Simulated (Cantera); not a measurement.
**Si3H8 + Cl2 + N2 (silicon epitaxy and polysilicon growth)**

A closed system holds: 1 mol Si3H8, 0.22 mol Cl2, a varied amount of N2, held at 1050 K and 1330 Pa.

Cantera equilibrium calculation (NASA polynomials, part measured and part estimated; ideal gas, pure solids and liquids). Candidate condensed phases: NH4Cl, Si, Si3N4; 28 gas species. The feed counts by its element totals alone. N2 is the only nitrogen source here; it is nearly inert below about 1500 K, so the nitride shown seldom forms there in practice. Rates play no part.

```
n(N2) (mol)   x N2    x H2    x HCl  x SiCl4    x NH3  x SiHCl3  n Si3N4(s)
-----------  -----  ------  -------  -------  -------  --------  ----------
16           0.768   0.207   0.0241  5.55e-7  4.68e-7   4.95e-8       1.000
20           0.810   0.170   0.0198  3.61e-7  3.57e-7   3.22e-8       1.000
25           0.845   0.139   0.0162  2.34e-7  2.69e-7   2.08e-8       1.000
32           0.877   0.110   0.0129  1.44e-7  1.94e-7   1.29e-8       1.000
41           0.902  0.0875   0.0102  8.87e-8  1.39e-7   7.91e-9       1.000
51           0.921  0.0710  0.00827  5.77e-8  1.03e-7   5.15e-9       1.000
65           0.937  0.0562  0.00655  3.58e-8  7.30e-8   3.19e-9       1.000
82           0.950  0.0449  0.00522  2.26e-8  5.24e-8   2.01e-9       1.000
100          0.959  0.0370  0.00430  1.52e-8  3.94e-8   1.36e-9       1.000
130          0.968  0.0286  0.00333  9.04e-9  2.69e-8  8.07e-10       1.000
```
x: gas mole fraction; n: condensed amount in mol.

From 16 mol N2 to 130 mol N2 the condensed part is Si3N4(s).
